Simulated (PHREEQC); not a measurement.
Brackish or sea water (model solution)

A made-up water analysis in mg/kgw, 54 °C, pH 6.66: Na 2510; K 4.23; Ca 49.7; Mg 87; Cl 7690; S(6) as SO4 618; Alkalinity as HCO3 0.0323; Br 4.96.

Cl is adjusted to close the charge balance.
Valence states are taken as typed.

Equilibrium calculation in PHREEQC: Pitzer model, pitzer.dat.

Precipitation was switched off in this run.

Task: Estimate the specific conductance, osmotic coefficient.

Result: specific conductance 20800 µS/cm; osmotic coefficient 0.912.

Task: In which forms is C present?

Result: HCO3- 75 %, CO2 25 % of the C.

Complexes and solids missing from the database can't appear. Constants without temperature data keep their 25 °C values here.
